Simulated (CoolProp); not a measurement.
Model: reference Helmholtz-energy equation of state, Span 2000, in CoolProp.

### Question
For nitrogen, give the phase and the density (kg/m³), speed of sound (m/s), Joule-Thomson coefficient (K/MPa), Prandtl number at 110 K and 59.6 bar.

### Answer
- 110 K and 59.6 bar: liquid; density 662, speed of sound 584, Joule-Thomson coefficient -0.00403, Prandtl number 1.63

Viscosity comes from a separate model (Lemmon 2004). Thermal conductivity comes from a separate model (Lemmon 2004).
